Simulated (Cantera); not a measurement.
Feed: 1 mol SiO₂, 4.4 mol CO, 0.16 mol H₂, held at 802 °C.

Cantera equilibrium calculation (NASA polynomials, part measured and part estimated; ideal gas, pure solids and liquids). Candidate condensed phases: C, C₆H₆, C₇H₈, C₈H₁₈, H₂O, Si, SiC, SiO₂; 123 gas species. The numbers say what is thermodynamically allowed, not how fast it happens.

x: gas mole fraction; n: condensed amount in mol.

```tsv
P (Pa)	x CO	x CO₂	x H₂	x H₂O	x CH₄	n SiO₂(β-quartz)	n C(graphite)
10	0.965	1.27e-5	0.0351	4.28e-7	5.55e-9	1.00	0
68	0.965	8.60e-5	0.0351	2.91e-6	3.78e-8	1.00	0
460	0.964	0.000581	0.0351	1.97e-5	2.55e-7	1.00	(withheld)
3200	0.961	0.00401	0.0351	0.000136	1.78e-6	1.00	(withheld)
22000	0.938	0.0263	0.0351	0.000915	1.22e-5	1.00	(withheld)
150000	0.822	0.138	0.0346	0.00539	8.08e-5	1.00	(withheld)
1000000	0.546	0.405	0.0291	0.0201	0.000383	1.00	(withheld)
```

Task: Fill in the missing entries.

Result: 
- 460, n C(graphite): 0.00274
- 3200, n C(graphite): 0.0188
- 22000, n C(graphite): 0.121
- 150000, n C(graphite): 0.571
- 1000000, n C(graphite): 1.36
